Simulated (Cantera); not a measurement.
Feed: 1 mol CCl₄, 0.47 mol HCl, equilibrated at 2.30 mbar.

Equilibrium computed with Cantera from the NASA thermochemical tables; the gas is ideal and each condensed phase is pure. Candidate condensed phases: C, C₆H₆, C₇H₈, C₈H₁₈; 91 gas species. Rates play no part. All values below are at 2550 K.

Base state: Cl 0.898, HCl 0.0746, H 0.0247, H₂ 0.00145, C₃ 0.000463, C 0.000142, Cl₂ 0.000124, C₂ 4.31e-5 (mole fractions); condensed: C(graphite).

Problem. What changes in the equilibrium state with this change: HCl from 0.47 to 1.1 mol?

Solution. 
```tsv
species	before	after
Cl	0.898	0.803
HCl	0.0746	0.139
H	0.0247	0.0515
C₂H₂ (acetylene)	1.92e-5	8.33e-5
H₂	0.00145	0.00627
C₂H	2.62e-5	5.46e-5
C₂HCl	1.23e-5	2.29e-5
Cl₂	0.000124	9.93e-5
C(graphite), mol	0.992	0.989
```
